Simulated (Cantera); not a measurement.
What does this Cantera script print?

```python
import numpy as np
import cantera as ct

gas = ct.Solution("gri30.yaml")
gas.TPX = 1348, 100000, {'CO': 0.006, 'O2': 0.046, 'H2O': 0.058, 'N2': 0.38}
inlet = ct.Reservoir(gas, clone=True)

reactor = ct.IdealGasConstPressureReactor(gas, energy="off", clone=False)
exhaust = ct.Reservoir(gas, clone=True)
tau = [2, 0.81, 0.33, 0.13, 0.055, 0.022, 0.009, 0.0037, 0.0015, 0.00061, 0.00025][0]
for a, b in ((inlet, reactor), (reactor, exhaust)):
    ct.MassFlowController(a, b, mdot=lambda t: reactor.mass / tau)
net = ct.ReactorNet([reactor])
show = ['CO', 'O2', 'H2O', 'NO', 'CO2']

rows = []
print(f"{'tau/s':>10s}{'T/K':>9s}" + "".join(f"{s:>11s}" for s in show))
for tau in [2, 0.81, 0.33, 0.13, 0.055, 0.022, 0.009, 0.0037, 0.0015, 0.00061, 0.00025]:
    net.initial_time = 0.0
    net.advance(30 * tau)
    before = gas.X
    net.advance(40 * tau)
    drift = np.max(np.abs(gas.X - before) / (gas.X + 1e-9))
    rows.append([gas.T, *gas[show].X, drift])
    print(f"{tau:10.3e}{gas.T:9.1f}" + "".join(f"{x:11.3e}" for x in gas[show].X))
```

Result:

```
     tau/s      T/K         CO         O2        H2O         NO        CO2
 2.000e+00   1348.0  3.620e-05  8.830e-02  1.191e-01  9.315e-08  1.228e-02
 8.100e-01   1348.0  6.677e-05  8.830e-02  1.190e-01  1.030e-07  1.225e-02
 3.300e-01   1348.0  1.222e-04  8.832e-02  1.190e-01  1.030e-07  1.220e-02
 1.300e-01   1348.0  2.277e-04  8.836e-02  1.190e-01  8.921e-08  1.209e-02
 5.500e-02   1348.0  4.030e-04  8.842e-02  1.190e-01  6.940e-08  1.191e-02
 2.200e-02   1348.0  7.346e-04  8.855e-02  1.189e-01  4.927e-08  1.158e-02
 9.000e-03   1348.0  1.303e-03  8.879e-02  1.188e-01  3.500e-08  1.101e-02
 3.700e-03   1348.0  2.250e-03  8.919e-02  1.186e-01  2.643e-08  1.005e-02
 1.500e-03   1348.0  3.766e-03  8.984e-02  1.184e-01  2.143e-08  8.527e-03
 6.100e-04   1348.0  5.901e-03  9.077e-02  1.181e-01  1.643e-08  6.378e-03
 2.500e-04   1348.0  8.411e-03  9.190e-02  1.179e-01  8.734e-09  3.852e-03
```

Detailed kinetics in Cantera: GRI-Mech 3.0 (53 species, 325 reactions).
